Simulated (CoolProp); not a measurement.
Water at 293.15 K and 4.92 MPa flows at 0.26 m/s in a round tube of 50 mm bore and 0.25 µm roughness, fully developed (64/Re and Nu = 3.66 if laminar; Colebrook and Gnielinski if turbulent). Each further row changes one setting.

Computed with CoolProp (reference Helmholtz-energy equation of state, Wagner 2002).

| case | Reynolds number | Darcy friction factor | pressure drop (Pa/m) | heat-transfer coefficient (W/(m² K)) | mass flow (kg/h) |
|---|---|---|---|---|---|
| as stated | 13000 | 0.0288 | 19.5 | 1200 | 1840 |
| velocity 0.52 m/s | 26000 | 0.0243 | 65.7 | 2230 | 3680 |
| diameter 100 mm | 26000 | 0.0243 | 8.22 | 1110 | 7350 |

Viscosity comes from a separate model (Huber 2009). Thermal conductivity comes from a separate model (Huber 2012).
